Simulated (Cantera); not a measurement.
Cantera run:

```python
import numpy as np
import cantera as ct

gas_names = """
    C CH CH2 CH3 CH2OH CH3O CH4 CH3OH CN CO CO2 COOH C2 C2H CHCO,ketyl C2H2,acetylene C2H2,vinylidene
    CH2CO,ketene C2H3,vinyl CH3CN CH3CO,acetyl C2H4 C2H4O,ethylen CH3CHO,ethanal CH3COOH (HCOOH)2 C2H5
    C2H6 CH3OCH3 C2H5OH CCN CNC C2N2 C2O C3 C3H3,propargyl C3H4,allene C3H4,propyne C3H4,cyclo-
    C3H5,allyl C3H6,propylene C3H6,cyclo- C3H6O C3H7,n-propyl C3H7,i-propyl C3H8 C3H8O,1propanol
    C3H8O,2propanol C3O2 C4 C4H2 C4H4,1,3-cyclo- C4H6,butadiene C4H6,2-butyne C4H6,cyclo- C4H8,1-butene
    C4H8,cis2-buten C4H8,tr2-butene C4H8,isobutene C4H8,cyclo- (CH3COOH)2 C4H9,n-butyl C4H9,i-butyl
    C4H9,s-butyl C4H9,t-butyl C4H10,isobutane C4H10,n-butane C4N2 C5 C5H6,1,3cyclo- C5H8,cyclo-
    C5H10,1-pentene C5H10,cyclo- C5H11,pentyl C5H11,t-pentyl C5H12,n-pentane C5H12,i-pentane
    CH3C(CH3)2CH3 C6H2 C6H5,phenyl C6H5O,phenoxy C6H6 C6H5OH,phenol C6H10,cyclo- C6H12,1-hexene
    C6H12,cyclo- C6H13,n-hexyl C7H7,benzyl C7H8 C7H8O,cresol C7H14,1-heptene C7H15,n-heptyl
    C7H16,n-heptane C8H8,styrene C8H10,ethylbenz C8H16,1-octene C8H17,n-octyl C8H18,isooctane
    C8H18,n-octane C9H19,n-nonyl C10H8,naphthale C10H21,n-decyl C12H9,o-bipheny C12H10,bipheny H HCN HCO
    HCCN HNC HNCO HNO HNO2 HNO3 HO2 H2 HCHO,formaldehy HCOOH H2O H2O2 N NCO NH NH2 NH3 NH2OH NO NO2 NO3
    N2 N2H2 N2H4 N2O O OH O2 O3
""".split()
cond_names = """
    C(gr) C6H6(L) C7H8(L) C8H18(L),n-octa H2O(s) H2O(L)
""".split()


def load(file, names, dense=False):
    # The tables refer to 1 bar. Condensed volumes are neglected.
    table = {s.name: s for s in ct.Species.list_from_file(file)}
    out = []
    for n in names:
        d = dict(table[n].input_data)
        d["thermo"] = dict(d["thermo"], **{"reference-pressure": 1e5})
        if dense:
            d["equation-of-state"] = {"model": "constant-volume", "density": "1e6 g/cm^3"}
        out.append(ct.Species.from_dict(d))
    return out


gas = ct.Solution(thermo="ideal-gas", species=load("nasa_gas.yaml", gas_names))
cond = {s.name: ct.Solution(thermo="fixed-stoichiometry", species=[s], name=s.name)
        for s in load("nasa_condensed.yaml", cond_names, dense=True)}
atoms = {
    'CH3OH': {'C': 1, 'H': 4, 'O': 1},
    'CO2': {'C': 1, 'O': 2},
    'N2': {'N': 2},
}
top_T = {'C(gr)': 4500}  # K; cautious upper limits of use, not melting points


def equilibrate(T, P, feed):
    n = {}
    for name, mol in feed.items():
        for a, k in atoms[name].items():
            n[a] = n.get(a, 0.0) + k * mol
    gas.TPX = T, P, n
    mass = sum(n.values()) * gas.mean_molecular_weight
    gas.equilibrate("TP")
    valid = [c for c in cond.values() if c.min_temp <= T <= top_T.get(c.name, c.max_temp)]
    mix = ct.Mixture([(gas, mass / gas.mean_molecular_weight)] + [(c, 0.0) for c in valid])
    mix.T, mix.P = T, P
    mix.equilibrate("TP", solver="vcs", rtol=1e-11, max_steps=5000)
    return mix


results = []
T = 1325  # K
P = 780000  # Pa
for m in [0.3, 0.58, 0.85, 1.1, 1.4, 1.7, 1.9, 2.2, 2.5, 2.8, 3, 3.3]:
    feed = {'CH3OH': 1, 'CO2': m, 'N2': 0.53}  # mol
    mix = equilibrate(T, P, feed)
    results.append((T, P, feed, dict(zip(mix.species_names, mix.species_moles))))

top = {s: max(r[3][s] / sum(r[3][g] for g in gas_names) for r in results) for s in gas_names}
cols = sorted((s for s in top if top[s] > 0.001), key=lambda s: -top[s])[:9]
seen = [c for c in cond_names if any(r[3].get(c, 0) > 1e-12 for r in results)]
print("log10 of partial pressures in bar; condensed amounts in mol")
print(f"{'n(CO2)':>10s}" + "".join(f"{s[:9]:>10s}" for s in cols + seen))
for T, P, feed, n in results:
    ng = sum(n[g] for g in gas_names)
    print(f"{feed['CO2']:10.4g}" + "".join(f"{np.log10(max(n[s] / ng * P / 1e5, 1e-99)):10.3f}" for s in cols)
          + "".join(f"{n.get(c, 0):10.4g}" for c in seen))
```

It prints:

```
log10 of partial pressures in bar; condensed amounts in mol
    n(CO2)        H2        CO       CO2       H2O        N2       CH4
       0.3     0.557     0.394    -0.774    -0.340     0.034    -1.912
      0.58     0.482     0.422    -0.453    -0.122     0.003    -2.324
      0.85     0.414     0.438    -0.260    -0.014    -0.025    -2.623
       1.1     0.353     0.447    -0.130     0.047    -0.049    -2.858
       1.4     0.284     0.450    -0.010     0.093    -0.076    -3.107
       1.7     0.219     0.450     0.083     0.123    -0.102    -3.332
       1.9     0.178     0.447     0.135     0.135    -0.118    -3.470
       2.2     0.119     0.442     0.201     0.148    -0.142    -3.665
       2.5     0.063     0.435     0.256     0.155    -0.164    -3.846
       2.8     0.011     0.427     0.304     0.158    -0.185    -4.015
         3    -0.023     0.421     0.331     0.158    -0.199    -4.122
       3.3    -0.071     0.411     0.368     0.157    -0.218    -4.274
```

Method: chemical equilibrium by Gibbs-energy minimisation in Cantera with the NASA 1993 tables (ideal gas, pure condensed phases).
